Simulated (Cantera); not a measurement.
## CF4 + H2 (fluorocarbon and chlorocarbon gases)

A closed system holds: 1 mol CF4, a varied amount of H2, held at 625 K and 98.0 mbar.

Equilibrium computed with Cantera from the NASA thermochemical tables; the gas is ideal and each condensed phase is pure. Candidate condensed phases: C, C6H6, C7H8, C8H18; 95 gas species. Condensed phases not in the tables: fluorocarbon polymer. Gases not in the tables: C2F6 and larger saturated fluorocarbons. The numbers say what is thermodynamically allowed, not how fast it happens.

From 0.41 mol H2 to 5 mol H2 the condensed part is C(graphite). From 5.6 mol H2 to 7.3 mol H2 nothing is condensed. The main C-bearing gas is CF4 at 0.41 mol H2 and CH4 at 7.3 mol H2.

```
n(H2) (mol)   x HF   x CF4      x H2    x CH4   x H2F2  n C(graphite)
-----------  -----  ------  --------  -------  -------  -------------
0.41         0.508   0.492    <1e-12   <1e-12  8.41e-6          0.205
0.98         0.793   0.206  2.69e-12   <1e-12  2.06e-5          0.490
1.6          0.941  0.0588  7.08e-12   <1e-12  2.89e-5          0.800
2.1          0.978  <1e-12    0.0205  0.00199  3.12e-5          0.992
2.7          0.880  <1e-12    0.0852   0.0344  2.53e-5          0.844
3.3          0.808  <1e-12     0.122   0.0704  2.13e-5          0.652
3.9          0.748  <1e-12     0.148    0.104  1.83e-5          0.445
4.4          0.706  <1e-12     0.165    0.129  1.63e-5          0.268
5            0.661  <1e-12     0.182    0.157  1.43e-5         0.0504
5.6          0.606  <1e-12     0.242    0.152  1.20e-5              0
6.2          0.556  <1e-12     0.306    0.139  1.01e-5              0
6.7          0.519  <1e-12     0.351    0.130  8.81e-6              0
7.3          0.482  <1e-12     0.398    0.120  7.58e-6              0
```
x: gas mole fraction; n: condensed amount in mol.
